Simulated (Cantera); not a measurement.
Adiabatic ignition

An adiabatic, constant-volume homogeneous reactor starts with 1.16 % C3H8, 12.0 % O2, 86.8 % N2, equivalence ratio 0.48, at 1750 K and 4.93 atm.

Detailed kinetics in Cantera: GRI-Mech 3.0 (53 species, 325 reactions). GRI-Mech 3.0 was tuned for natural gas; its chemistry of propane as a main component is partial and can be far from experiment.

```csv
t (s),T (K),P (bar),x C3H8,x O2,x NO2,x OH,x NO,x CH2O,x C2H
3.00e-6,1754,5.06,0.00405,0.115,5.14e-11,0.000369,6.90e-9,0.00133,8.06e-8
1.35e-5,2281,6.70,<1e-12,0.0626,7.09e-8,0.00819,4.09e-5,6.21e-11,<1e-12
6.05e-5,2483,7.20,<1e-12,0.0610,3.51e-7,0.00478,0.000238,3.52e-12,<1e-12
0.000272,2497,7.24,<1e-12,0.0606,9.57e-7,0.00422,0.000744,1.99e-12,<1e-12
0.00122,2492,7.22,<1e-12,0.0597,3.48e-6,0.00414,0.00272,1.93e-12,<1e-12
0.00548,2479,7.19,<1e-12,0.0571,1.01e-5,0.00394,0.00796,1.77e-12,<1e-12
0.0246,2470,7.16,<1e-12,0.0553,1.46e-5,0.00380,0.0116,1.67e-12,<1e-12
0.110,2470,7.16,<1e-12,0.0553,1.47e-5,0.00380,0.0117,1.67e-12,<1e-12
0.496,2470,7.16,<1e-12,0.0553,1.47e-5,0.00380,0.0117,1.67e-12,<1e-12
2.23,2470,7.16,<1e-12,0.0553,1.47e-5,0.00380,0.0117,1.67e-12,<1e-12
10.0,2470,7.16,<1e-12,0.0553,1.47e-5,0.00380,0.0117,1.67e-12,<1e-12
```
x: mole fraction; the columns are a selection and need not sum to one.

The time of steepest temperature rise is 5.53 µs. The temperature at 10.0 s is 2470 K, the equilibrium temperature is 2470 K and the x(C3H8) at 10.0 s comes out as <1e-12 (gas-phase equilibrium <1e-12). The x(O2) at 10.0 s comes out as 0.0553 (gas-phase equilibrium 0.0553) and the x(NO2) at 10.0 s is 1.47e-5 (gas-phase equilibrium 1.47e-5).
